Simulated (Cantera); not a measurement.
**Thermodynamics of silicon nitride deposition, feed SiH2Cl2 + NH3 + N2**

Feed: 1 mol SiH2Cl2, 0.45 mol NH3, 1.4 mol N2, equilibrated at 1848 K and 0.000780 bar.

Cantera equilibrium calculation (NASA polynomials, part measured and part estimated; ideal gas, pure solids and liquids). Candidate condensed phases: NH4Cl, Si, Si3N4; 28 gas species. The tables' values for SiCl, SiCl3, SiN are old estimates; treat these amounts as uncertain. Gases not in the tables: Si2H6 and higher silanes. The numbers say what is thermodynamically allowed, not how fast it happens.

| Item | Value |
|---|---|
| x(N2) | 0.372 |
| x(H2) | 0.312 |
| x(SiCl2) | 0.159 |
| x(HCl) | 0.131 |
| x(H) | 0.0106 |
| x(Si) | 0.00804 |
| x(SiCl) | 0.00345 |
| x(Cl) | 0.00338 |
| x(SiCl3) | 0.000428 |
| n(Si(l)) | 0.250 mol |
| gas amount | 4.373 mol |
